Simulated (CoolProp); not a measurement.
The fluid at 293.15 K and 3.11 MPa is throttled through a valve to 1.85 MPa with no heat exchange. The same conditions are run with several fluids, on thermodynamics alone (safety and materials aside).

The numbers come from the reference Helmholtz-energy equation of state of each fluid (n-nonane: Lemmon 2006; o-xylene: Zhou 2012; carbonyl sulfide: Lemmon 2006; ethanol: Schroeder 2014; R11: Jacobsen 1992) in CoolProp.

```csv
fluid,temperature change (K),final density (kg/m³)
n-nonane,+0.5,719
o-xylene,+0.6,881
carbonyl sulfide,+0.2,1010
ethanol,+0.5,791
R11,+0.5,1490
```
